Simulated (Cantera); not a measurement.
A closed system holds: 1 mol Si₂Cl₆, 17 mol H₂, at 10.0 Torr.

These are equilibrium values from Cantera (NASA tables, ideal gas, pure condensed phases), not measurements of a reactor. Candidate condensed phases: Si; 19 gas species. The feed counts by its element totals alone. The numbers say what is thermodynamically allowed, not how fast it happens.

Q: What share of the Si ends up in condensed phases as a function of T (°C), at 677, 777, 877, 977, 1077, 1177, 1277, 1377?

A: 
| T (°C) | Si condensed (%) | as |
|---|---|---|
| 677 | 25.6 | Si(s) |
| 777 | 29.5 | Si(s) |
| 877 | 32.1 | Si(s) |
| 977 | 29.7 | Si(s) |
| 1077 | 24.7 | Si(s) |
| 1177 | 21.3 | Si(s) |
| 1277 | 19.2 | Si(s) |
| 1377 | 17.5 | Si(s) |
